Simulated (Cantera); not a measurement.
## Thermodynamics of chlorosilane synthesis and conversion, feed Si + Cl2 + H2

Feed: 1 mol Si, 0.84 mol Cl2, 0.81 mol H2, held at 173 Torr.

These are equilibrium values from Cantera (NASA tables, ideal gas, pure condensed phases), not measurements of a reactor. Candidate condensed phases: Si; 19 gas species. The tables' values for SiCl3 are old estimates; treat these amounts as uncertain. Kinetics and transport are ignored.

```
T (K)   x H2  x SiCl4  x SiHCl3    x HCl   x SiCl3   x SiCl2  x SiH2Cl2  n Si(s)
-----  -----  -------  --------  -------  --------  --------  ---------  -------
848    0.629    0.289    0.0752  0.00393  0.000341   2.90e-5    0.00171    0.557
873    0.629    0.289    0.0743  0.00524  0.000522   5.53e-5    0.00174    0.558
898    0.628    0.289    0.0735  0.00687  0.000779  0.000102    0.00177    0.558
923    0.627    0.289    0.0727  0.00887   0.00114  0.000180    0.00179    0.559
948    0.625    0.288    0.0718   0.0113   0.00163  0.000310    0.00181    0.560
973    0.624    0.287    0.0708   0.0142   0.00228  0.000519    0.00183    0.561
998    0.621    0.285    0.0699   0.0176   0.00313  0.000843    0.00184    0.562
1023   0.619    0.283    0.0688   0.0216   0.00424   0.00134    0.00185    0.562
1048   0.616    0.281    0.0677   0.0262   0.00563   0.00207    0.00185    0.563
1073   0.612    0.278    0.0664   0.0314   0.00738   0.00313    0.00185    0.564
1098   0.608    0.274    0.0650   0.0373   0.00951   0.00464    0.00184    0.565
1123   0.603    0.269    0.0635   0.0439    0.0121   0.00674    0.00183    0.565
1148   0.597    0.264    0.0617   0.0511    0.0151   0.00961    0.00181    0.565
1173   0.591    0.257    0.0598   0.0591    0.0187    0.0134    0.00178    0.564
```
x: gas mole fraction; n: condensed amount in mol.

From 848 K to 1173 K the condensed part is Si(s). The main Si-bearing gas is SiCl4 throughout.
